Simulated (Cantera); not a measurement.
A closed system holds: 1 mol SiH4, 1.9 mol O2, 0.41 mol H2, held at 19.5 Torr.

Method: chemical equilibrium by Gibbs-energy minimisation in Cantera with the NASA 1993 tables (ideal gas, pure condensed phases). Candidate condensed phases: H2O, Si, SiO2; 18 gas species. The tables hold silica as quartz up to 1696 K and as liquid above; real silica turns to tridymite and cristobalite and melts near 1996 K. Gases not in the tables: Si(OH)4. Kinetics and transport are ignored. All values below are at 1277 °C.

Base state: H2O 0.747, H2 0.253, H 9.83e-5 (mole fractions); condensed: SiO2(β-quartz).

Q: What changes in the equilibrium state with this change: SiH4 replaced by SiH2Cl2?

A: 
| species | before | after |
|---|---|---|
| HCl | 0 | 0.597 |
| O2 | 4.38e-9 | 0.211 |
| H2O | 0.747 | 0.153 |
| H2 | 0.253 | 7.44e-6 |
| Cl | 0 | 0.0341 |
| Cl2 | 0 | 0.00462 |
| ClO | 0 | 5.84e-5 |
| HOCl | 0 | 1.46e-5 |
| O | 3.21e-9 | 2.23e-5 |
| H | 9.83e-5 | 5.33e-7 |
| SiO2(β-quartz), mol | 1.00 | 1.00 |
